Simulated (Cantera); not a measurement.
A perfectly stirred reactor is fed with CH4 : CO2 = 1 : 0.36 (molar parts), at 100.0 Torr; it is held at 1725 K, and followed from long to short residence time.

Detailed kinetics in Cantera: GRI-Mech 3.0 (53 species, 325 reactions). GRI-Mech 3.0 stops at C3 and has no aromatics, soot or wall deposition, so with more carbon than oxygen in the feed, carbon stays in small species such as C2H2 where larger ones or solid carbon would form.

Question: Predict: x(CH4) at τ = 5.10 s; x(CO2) at τ = 5.10 s; x(H2O) at τ = 5.10 s; x(CH2CO) at τ = 5.10 s; x(CH4) at τ = 0.100 s; x(CO2) at τ = 0.100 s; x(H2O) at τ = 0.100 s; x(CH2CO) at τ = 0.100 s.

Answer: 
| Property | Value |
|---|---|
| x(CH4) at τ = 5.10 s | 0.0202 |
| x(CO2) at τ = 5.10 s | 0.00430 |
| x(H2O) at τ = 5.10 s | 0.0283 |
| x(CH2CO) at τ = 5.10 s | 9.61e-6 |
| x(CH4) at τ = 0.100 s | 0.151 |
| x(CO2) at τ = 0.100 s | 0.0691 |
| x(H2O) at τ = 0.100 s | 0.0941 |
| x(CH2CO) at τ = 0.100 s | 4.70e-5 |
